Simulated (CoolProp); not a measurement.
Vapour-liquid equilibrium of ethylbenzene (1) + m-xylene (2) at 0.0284 MPa; x and y are mole fractions of (1).

The numbers come from the multi-fluid Helmholtz-energy mixture model, Zhou 2012 and Zhou 2012; pair parameters Bell 2016 in CoolProp.

```tsv
x	bubble temperature, mixture model (K)	bubble temperature, Raoult's law (K)	y, mixture model	y, Raoult's law
0.05	370.2	370.3	0.056	0.055
0.125	370.0	370.1	0.138	0.136
0.2	369.7	369.8	0.218	0.216
0.275	369.5	369.6	0.296	0.295
0.35	369.3	369.4	0.374	0.372
0.425	369.0	369.2	0.449	0.449
0.5	368.8	369.0	0.524	0.524
0.575	368.6	368.8	0.597	0.598
0.65	368.4	368.6	0.670	0.672
0.725	368.2	368.4	0.742	0.744
0.8	368.1	368.2	0.813	0.815
0.875	367.9	368.0	0.883	0.885
0.95	367.7	367.8	0.953	0.954
```

The largest gap from Raoult's law is -0.2 K in bubble temperature, at x = 0.5. No azeotrope shows between x = 0.05 and 0.95.

Pair parameters are fitted to limited data, so mixtures are less certain than the pure fluids.
